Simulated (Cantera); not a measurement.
# Hydrocarbon pyrolysis for carbon deposition

An isothermal, constant-pressure homogeneous reactor starts with 10.8 % CH₄, 89.2 % H₂, at 1700 K and 0.00375 atm.

Detailed kinetics in Cantera: GRI-Mech 3.0 (53 species, 325 reactions). GRI-Mech 3.0 stops at C3 and has no aromatics, soot or wall deposition, so with more carbon than oxygen in the feed, carbon stays in small species such as C2H2 where larger ones or solid carbon would form. Radical loss at walls, strong at low pressure, is not modelled.

```json
[
 {"t (s)": "4.00e-6", "x CH₄": "0.108", "x H₂": "0.892", "x C₂H": "<1e-12", "x C₂H₂": "<1e-12", "x C₂H₆": "<1e-12"},
 {"t (s)": "1.16e-5", "x CH₄": "0.108", "x H₂": "0.892", "x C₂H": "<1e-12", "x C₂H₂": "<1e-12", "x C₂H₆": "<1e-12"},
 {"t (s)": "3.35e-5", "x CH₄": "0.108", "x H₂": "0.892", "x C₂H": "<1e-12", "x C₂H₂": "<1e-12", "x C₂H₆": "<1e-12"},
 {"t (s)": "9.70e-5", "x CH₄": "0.108", "x H₂": "0.892", "x C₂H": "<1e-12", "x C₂H₂": "<1e-12", "x C₂H₆": "<1e-12"},
 {"t (s)": "0.000281", "x CH₄": "0.108", "x H₂": "0.892", "x C₂H": "<1e-12", "x C₂H₂": "<1e-12", "x C₂H₆": "2.66e-12"},
 {"t (s)": "0.000812", "x CH₄": "0.108", "x H₂": "0.892", "x C₂H": "<1e-12", "x C₂H₂": "<1e-12", "x C₂H₆": "8.44e-11"},
 {"t (s)": "0.00235", "x CH₄": "0.107", "x H₂": "0.892", "x C₂H": "<1e-12", "x C₂H₂": "4.49e-11", "x C₂H₆": "2.00e-9"},
 {"t (s)": "0.00681", "x CH₄": "0.107", "x H₂": "0.892", "x C₂H": "<1e-12", "x C₂H₂": "3.84e-9", "x C₂H₆": "3.45e-8"},
 {"t (s)": "0.0197", "x CH₄": "0.107", "x H₂": "0.892", "x C₂H": "<1e-12", "x C₂H₂": "3.56e-7", "x C₂H₆": "3.99e-7"},
 {"t (s)": "0.0570", "x CH₄": "0.106", "x H₂": "0.892", "x C₂H": "7.04e-11", "x C₂H₂": "3.67e-5", "x C₂H₆": "3.22e-6"},
 {"t (s)": "0.165", "x CH₄": "0.0992", "x H₂": "0.895", "x C₂H": "1.12e-8", "x C₂H₂": "0.00219", "x C₂H₆": "1.37e-5"},
 {"t (s)": "0.478", "x CH₄": "0.0689", "x H₂": "0.912", "x C₂H": "1.10e-7", "x C₂H₂": "0.0161", "x C₂H₆": "9.94e-6"},
 {"t (s)": "1.38", "x CH₄": "0.0326", "x H₂": "0.932", "x C₂H": "2.61e-7", "x C₂H₂": "0.0332", "x C₂H₆": "2.67e-6"},
 {"t (s)": "4.00", "x CH₄": "0.0103", "x H₂": "0.944", "x C₂H": "4.32e-7", "x C₂H₂": "0.0436", "x C₂H₆": "3.52e-7"}
]
```
x: mole fraction; the columns are a selection and need not sum to one.

Equilibrium at this temperature and pressure: CH₄ 9.81e-5, H₂ 0.949, C₂H 6.68e-7, C₂H₂ 0.0484, C₂H₆ 6.87e-11 (gas phase only).
